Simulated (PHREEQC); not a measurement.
Model water analysis in mg/L, 25 °C, pH 8.29, pe 10.6:

| constituent | mg/L |
|---|---|
| Na | 13.8 |
| K | 31.5 |
| Ca | 16.7 |
| Mg | 2.89 |
| Cl | 42.2 |
| S(6) as SO4 | 27 |
| Alkalinity as HCO3 | 41.4 |
| Br | 1.66 |

Valence states are taken as typed.

Computed with PHREEQC (ion-association model, phreeqc.dat).

The ionic strength comes out as 0.00320 mol/kgw. The specific conductance comes out as 296 µS/cm and the charge-balance error is 0.5 %.

```json
[
 {"species": "Cl-", "molality": "0.00119", "activity": "0.00112", "log γ": "-0.027"},
 {"species": "K+", "molality": "0.000805", "activity": "0.000756", "log γ": "-0.027"},
 {"species": "HCO3-", "molality": "0.000652", "activity": "0.000614", "log γ": "-0.026"},
 {"species": "Na+", "molality": "0.000599", "activity": "0.000564", "log γ": "-0.027"},
 {"species": "Ca+2", "molality": "0.000400", "activity": "0.000314", "log γ": "-0.105"},
 {"species": "SO4-2", "molality": "0.000264", "activity": "0.000207", "log γ": "-0.106"},
 {"species": "Mg+2", "molality": "0.000113", "activity": "8.92e-5", "log γ": "-0.104"},
 {"species": "Br-", "molality": "2.08e-5", "activity": "1.95e-5", "log γ": "-0.027"},
 {"species": "CaSO4", "molality": "1.15e-5", "activity": "1.15e-5", "log γ": "0.000"},
 {"species": "CO3-2", "molality": "7.14e-6", "activity": "5.61e-6", "log γ": "-0.105"},
 {"species": "CO2", "molality": "7.07e-6", "activity": "7.07e-6", "log γ": "0.000"},
 {"species": "MgSO4", "molality": "4.32e-6", "activity": "4.32e-6", "log γ": "0.000"},
 {"species": "CaCO3", "molality": "2.95e-6", "activity": "2.96e-6", "log γ": "0.000"}
]
```

Precipitation was switched off in this run. Complexes and solids missing from the database can't appear.
